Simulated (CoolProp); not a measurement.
Octamethyltrisiloxane (MDM) along the isobar 0.334 MPa: density (kg/m³) from the reference equation and from simpler models built on Tc = 292.2 °C, pc = 1.438 MPa, ω = 0.528; each cubic takes its own stable root.

The numbers come from the reference Helmholtz-energy equation of state, Thol 2017 in CoolProp.

| T (°C) | phase | reference |
|---|---|---|
| 11.05 | liquid | 829.6 |
| 39.65 | liquid | 801.0 |
| 68.25 | liquid | 771.6 |
| 96.95 | liquid | 740.9 |
| 125.55 | liquid | 708.7 |
| 154.15 | liquid | 674.1 |
| 182.75 | liquid | 635.8 |
| 211.45 | gas | 23.48 |
| 240.05 | gas | 21.20 |
| 268.65 | gas | 19.48 |

Q: How far does each simpler model (van der Waals, Redlich-Kwong, Soave-Redlich-Kwong, Peng-Robinson) lie from the reference over these 10 states: mean and median of the absolute difference, and the worst?

A: 
- van der Waals: mean 41.5 %, median 42.1 %, worst -96.2 % at 182.75 °C and 0.334 MPa
- Redlich-Kwong: mean 19.4 %, median 15.1 %, worst -96.1 % at 182.75 °C and 0.334 MPa
- Soave-Redlich-Kwong: mean 6.7 %, median 8.8 %, worst -11.0 % at 11.05 °C and 0.334 MPa
- Peng-Robinson: mean 1.7 %, median 1.6 %, worst +3.2 % at 125.55 °C and 0.334 MPa

At some of these states van der Waals, Redlich-Kwong gives the other phase, because its saturation line lies elsewhere.
